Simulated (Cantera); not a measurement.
Aluminium nitride and oxide growth: Al + NH3 + N2

Charge: 1 mol Al, 16 mol NH3, 160 mol N2, equilibrated at 1050 K and 1.33 mbar.

Method: chemical equilibrium by Gibbs-energy minimisation in Cantera with the NASA 1993 tables (ideal gas, pure condensed phases). Candidate condensed phases: Al, AlN; 13 gas species. Rates play no part.

x(N2): 0.875
x(H2): 0.125
n(AlN(s)): 1.00 mol
gas amount: 191.5 mol
log10 activity of Al(l) (absent): -8.78
